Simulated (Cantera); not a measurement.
A closed system holds: 1 mol SiHCl3, 5.4 mol H2, equilibrated at 1225 K and 0.200 bar.

Method: chemical equilibrium by Gibbs-energy minimisation in Cantera with the NASA 1993 tables (ideal gas, pure condensed phases). Candidate condensed phases: Si; 19 gas species. The tables' values for SiCl3 are old estimates; treat these amounts as uncertain. Rates play no part.

Base state: H2 0.822, HCl 0.0683, SiCl4 0.0610, SiHCl3 0.0229, SiCl2 0.0138, SiCl3 0.0103, SiH2Cl2 0.00115, SiH3Cl 1.59e-5 (mole fractions); condensed: Si(s).

What changes in the equilibrium state with this change: temperature from 1225 K to 1275 K?


| species | before | after |
|---|---|---|
| H2 | 0.822 | 0.807 |
| HCl | 0.0683 | 0.0847 |
| SiCl4 | 0.0610 | 0.0512 |
| SiCl2 | 0.0138 | 0.0231 |
| SiCl3 | 0.0103 | 0.0135 |
| SiHCl3 | 0.0229 | 0.0197 |
| SiH2Cl2 | 0.00115 | 0.00105 |
| SiH3Cl | 1.59e-5 | 1.56e-5 |
| Si(s), mol | 0.259 | 0.256 |

What changes in the equilibrium state with this change: temperature from 1225 K to 2275 K?


| species | before | after |
|---|---|---|
| H2 | 0.822 | 0.681 |
| HCl | 0.0683 | 0.193 |
| SiCl2 | 0.0138 | 0.0982 |
| H | 6.32e-7 | 0.0157 |
| SiCl4 | 0.0610 | 8.32e-6 |
| SiHCl3 | 0.0229 | 1.85e-5 |
| SiCl3 | 0.0103 | 0.00101 |
| Si | <1e-9 | 0.00372 |
| SiH | <1e-9 | 0.000528 |
| SiCl | 7.46e-9 | 0.00361 |
| Cl | 4.52e-8 | 0.00321 |
| Si(s), mol | 0.259 | 0 |
| Si(l), mol | 0 | 0.192 |
The tables' values for SiCl, SiCl3 are old estimates; treat these amounts as uncertain. Gases not in the tables: Si2H6 and higher silanes.
